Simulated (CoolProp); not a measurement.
A closed Brayton cycle with carbon dioxide: compressor inlet 305.15 K and 9.1 MPa, high pressure 24.1 MPa, turbine inlet 665 K, compressor efficiency 0.8, turbine efficiency 0.85, recuperator effectiveness 0.95 (on enthalpy, no pinch check). Each further row changes one setting.

The numbers come from the reference Helmholtz-energy equation of state, Span 1996 in CoolProp.

```tsv
case	thermal efficiency (%)	net work (kJ/kg)	compressor to turbine work	compressor exit (K)	turbine exit (K)
as stated	29.7	68.9	0.26	329.4	566.0
turbine inlet 615 K	___	___	___	329.4	519.4
compressor inlet 315.15 K	___	58.0	___	___	566.0
high pressure 20.5 MPa	28.8	60.5	0.24	324.5	___
recuperator effectiveness 0.5	18.5	68.9	0.26	329.4	566.0
```

Q: Complete the blanks.

A: 
- turbine inlet 615 K, thermal efficiency (%): 27.1
- turbine inlet 615 K, net work (kJ/kg): 59.7
- turbine inlet 615 K, compressor to turbine work: 0.29
- compressor inlet 315.15 K, thermal efficiency (%): 27.3
- compressor inlet 315.15 K, compressor to turbine work: 0.38
- compressor inlet 315.15 K, compressor exit (K): 368.4
- high pressure 20.5 MPa, turbine exit (K): 582.2
